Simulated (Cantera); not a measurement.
Charge: 1 mol SiC, 0.13 mol O2, 16 mol N2, at 1 atm.

These are equilibrium values from Cantera (NASA tables, ideal gas, pure condensed phases), not measurements of a reactor. Candidate condensed phases: C, Si, SiC, SiO2, Si2N2O, Si3N4; 34 gas species. N2 is the only nitrogen source here; it is nearly inert below about 1500 K, so the nitride shown seldom forms there in practice. Mutual solubility and eutectic melting of coexisting phases are not modelled. The numbers say what is thermodynamically allowed, not how fast it happens.

Q: Which condensed phases are stable at each of these points (T (K)): 998, 1098, 1198, 1298, 1398, 1498, 1598, 1698, 1798, 1898, 1998, 2098?

A: 
```json
[
 {"T (K)": "998", "condensed phases": "C(graphite) + Si2N2O(s) + Si3N4(s)", "Si condensed (%)": "100.0"},
 {"T (K)": "1098", "condensed phases": "C(graphite) + Si2N2O(s) + Si3N4(s)", "Si condensed (%)": "100.0"},
 {"T (K)": "1198", "condensed phases": "C(graphite) + Si2N2O(s) + Si3N4(s)", "Si condensed (%)": "100.0"},
 {"T (K)": "1298", "condensed phases": "C(graphite) + Si2N2O(s) + Si3N4(s)", "Si condensed (%)": "100.0"},
 {"T (K)": "1398", "condensed phases": "C(graphite) + Si2N2O(s) + Si3N4(s)", "Si condensed (%)": "100.0"},
 {"T (K)": "1498", "condensed phases": "C(graphite) + Si2N2O(s) + Si3N4(s)", "Si condensed (%)": "100.0"},
 {"T (K)": "1598", "condensed phases": "C(graphite) + Si2N2O(s) + Si3N4(s)", "Si condensed (%)": "100.0"},
 {"T (K)": "1698", "condensed phases": "C(graphite) + Si2N2O(s) + Si3N4(s)", "Si condensed (%)": "100.0"},
 {"T (K)": "1798", "condensed phases": "SiC(s) + Si2N2O(s)", "Si condensed (%)": "99.9"},
 {"T (K)": "1898", "condensed phases": "SiC(s) + Si2N2O(s)", "Si condensed (%)": "99.1"},
 {"T (K)": "1998", "condensed phases": "SiC(s) + Si2N2O(s) + Si3N4(s)", "Si condensed (%)": "95.3"},
 {"T (K)": "2098", "condensed phases": "SiC(s) + Si3N4(s)", "Si condensed (%)": "87.5"}
]
```

From 998 K to 1698 K the condensed part is C(graphite) + Si2N2O(s) + Si3N4(s). From 1798 K to 1898 K the condensed part is SiC(s) + Si2N2O(s). At 1998 K the condensed part is SiC(s) + Si2N2O(s) + Si3N4(s). At 2098 K the condensed part is SiC(s) + Si3N4(s).
